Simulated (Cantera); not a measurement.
Cantera run:

```python
import numpy as np
import cantera as ct

gas_names = """
    F F2 H HF H2 H2F2 H3F3 H4F4 H5F5 H6F6 H7F7
""".split()
cond_names = """

""".split()


def load(file, names, dense=False):
    # The tables refer to 1 bar. Condensed volumes are neglected.
    table = {s.name: s for s in ct.Species.list_from_file(file)}
    out = []
    for n in names:
        d = dict(table[n].input_data)
        d["thermo"] = dict(d["thermo"], **{"reference-pressure": 1e5})
        if dense:
            d["equation-of-state"] = {"model": "constant-volume", "density": "1e6 g/cm^3"}
        out.append(ct.Species.from_dict(d))
    return out


gas = ct.Solution(thermo="ideal-gas", species=load("nasa_gas.yaml", gas_names))
cond = {s.name: ct.Solution(thermo="fixed-stoichiometry", species=[s], name=s.name)
        for s in load("nasa_condensed.yaml", cond_names, dense=True)}
atoms = {
    'HF': {'H': 1, 'F': 1},
    'H2': {'H': 2},
}
top_T = {}  # K; cautious upper limits of use, not melting points


def equilibrate(T, P, feed):
    n = {}
    for name, mol in feed.items():
        for a, k in atoms[name].items():
            n[a] = n.get(a, 0.0) + k * mol
    gas.TPX = T, P, n
    mass = sum(n.values()) * gas.mean_molecular_weight
    gas.equilibrate("TP")
    valid = [c for c in cond.values() if c.min_temp <= T <= top_T.get(c.name, c.max_temp)]
    mix = ct.Mixture([(gas, mass / gas.mean_molecular_weight)] + [(c, 0.0) for c in valid])
    mix.T, mix.P = T, P
    mix.equilibrate("TP", solver="vcs", rtol=1e-11, max_steps=5000)
    return mix


results = []
feed = {'HF': 1, 'H2': 0.14}  # mol
T = 1225  # K
P = 7400  # Pa
mix = equilibrate(T, P, feed)
results.append((T, P, feed, dict(zip(mix.species_names, mix.species_moles))))
x = sorted(zip(gas.X, gas.species_names), reverse=True)
print(f"T = {T:g} K  P = {P:g} Pa  gas = {mix.phase_moles(0):.4g} mol")
print("   x: " + "  ".join(f"{s} {v:.3e}" for v, s in x if v > 0.0001))
print("   condensed (mol): " + ("  ".join(f"{mix.phase(i).name} {mix.phase_moles(i):.4g}"
      for i in range(1, mix.n_phases) if mix.phase_moles(i) > 1e-12) or "none"))
```

Result:

```
T = 1225 K  P = 7400 Pa  gas = 1.14 mol
   x: HF 8.772e-01  H2 1.228e-01
   condensed (mol): none
```

Cantera equilibrium calculation (NASA polynomials, part measured and part estimated; ideal gas, pure solids and liquids).
